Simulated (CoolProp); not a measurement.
Properties of fluoroethane (R161) at several states.

The numbers come from the reference Helmholtz-energy equation of state, Wu 2012 in CoolProp.

```tsv
T (K)	p (kPa)	phase	density (kg/m³)	cp (kJ/(kg K))	fugacity coefficient
410.6	5000	gas	101.9	2.426	0.7536
217.9	18.2	gas	0.4864	1.028	0.9926
291.3	11	gas	0.2187	1.220	0.9982
338.1	3110	liquid	613.3	2.694	0.6019
334.7	52.6	gas	0.9134	1.356	0.9946
```
